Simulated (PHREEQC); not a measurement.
Make-up at 25 °C: 0.027 mol CdSO4 per kg of water. Closed to the air; pH follows from the charge balance.

Equilibrium calculation in PHREEQC: ion-association model, wateq4f.dat.

Each row changes one thing in this solution. Precipitation was switched off in this run.

```
case                                            pH  ionic strength (mol/kgw)  Cd+2 (mol/kgw)  CdOH+ (mol/kgw)  Cd2OH+3 (mol/kgw)
--------------------------------------------  ----  ------------------------  --------------  ---------------  -----------------
as made                                       6.19                    0.0592          0.0148          1.02e-6            1.71e-7
diluted 100-fold with water                   6.78                   0.00102        0.000256          1.14e-7           1.65e-10
0.00045 mol/kgw HF added                      3.71                    0.0595          0.0148          3.34e-9                  …
temperature from 25 to 65 °C                  5.75                         …          0.0144          4.69e-6            5.21e-7
diluted 5-fold with water                     6.38                    0.0152         0.00380                …            1.60e-8
CdSO4 from 0.027 to 0.0297 mol/kgw            6.18                    0.0643               …          1.06e-6            1.96e-7
CdSO4 replaced by CdCl2 at the same molality  5.65                    0.0453         0.00992          2.10e-7            2.18e-8
```

Problem. Some entries are withheld; supply them.

Solution. 
- 0.00045 mol/kgw HF added, Cd2OH+3 (mol/kgw): 5.60e-10
- temperature from 25 to 65 °C, ionic strength (mol/kgw): 0.0575
- diluted 5-fold with water, CdOH+ (mol/kgw): 5.24e-7
- CdSO4 from 0.027 to 0.0297 mol/kgw, Cd+2 (mol/kgw): 0.0161

Complexes and solids missing from the database can't appear. At this temperature some constants are extrapolated from 25 °C, and those without enthalpy data are left unchanged.
